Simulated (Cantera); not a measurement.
Cantera run:

```python
import numpy as np
import cantera as ct

gas_names = [...]  # 47 gases of nasa_gas.yaml made of Cl, H, N, O, Si
cond_names = """
    H2O(s) H2O(L) NH4CL(a) NH4CL(b) Si(cr) Si(L) SiO2(Lqz) SiO2(hqz) SiO2(L) Si2N2O(s) Si3N4(a)
""".split()


# ... load() reads the species with a 1 bar reference pressure and builds the phases ...
atoms = {
    'SiH2Cl2': {'Si': 1, 'H': 2, 'CL': 2},
    'O3': {'O': 3},
    'N2': {'N': 2},
}
top_T = {'Si2N2O(s)': 2100, 'Si3N4(a)': 2400}  # K; cautious upper limits of use, not melting points


# ... equilibrate(T, P, feed) seeds the gas with the atoms and calls Mixture.equilibrate('TP', solver="vcs", rtol=1e-11, max_steps=5000) ...
results = []
T = 798.15  # K
P = 1600  # Pa
for m in [5.3, 7.8, 11, 16, 24, 35, 50, 73]:
    feed = {'SiH2Cl2': 1, 'O3': 0.64, 'N2': m}  # mol
    mix = equilibrate(T, P, feed)
    results.append((T, P, feed, dict(zip(mix.species_names, mix.species_moles))))

top = {s: max(r[3][s] / sum(r[3][g] for g in gas_names) for r in results) for s in gas_names}
cols = sorted((s for s in top if top[s] > 1e-06), key=lambda s: -top[s])[:5]
seen = [c for c in cond_names if any(r[3].get(c, 0) > 1e-12 for r in results)]
print("log10 of partial pressures in bar; condensed amounts in mol")
print(f"{'n(N2)':>10s}" + "".join(f"{s[:9]:>10s}" for s in cols + seen))
for T, P, feed, n in results:
    ng = sum(n[g] for g in gas_names)
    print(f"{feed['N2']:10.4g}" + "".join(f"{np.log10(max(n[s] / ng * P / 1e5, 1e-99)):10.3f}" for s in cols)
          + "".join(f"{n.get(c, 0):10.4g}" for c in seen))
```

Result:

```
log10 of partial pressures in bar; condensed amounts in mol
     n(N2)        N2       HCL        H2     SiCL4 SiO2(Lqz) Si2N2O(s)
       5.3    -1.934    -2.374    -4.058    -4.359    0.9533   0.01341
       7.8    -1.894    -2.500    -4.235    -4.536    0.9526   0.01482
        11    -1.868    -2.622    -4.403    -4.704     0.952   0.01599
        16    -1.847    -2.762    -4.594    -4.896    0.9514   0.01714
        24    -1.830    -2.920    -4.809    -5.110    0.9509   0.01827
        35    -1.820    -3.073    -5.015    -5.316    0.9504   0.01922
        50    -1.813    -3.219    -5.212    -5.513      0.95   0.02002
        73    -1.808    -3.377    -5.424    -5.725    0.9496   0.02078
```

Cantera equilibrium calculation (NASA polynomials, part measured and part estimated; ideal gas, pure solids and liquids). N2 is the only nitrogen source here; it is nearly inert below about 1500 K, so the nitride shown seldom forms there in practice.
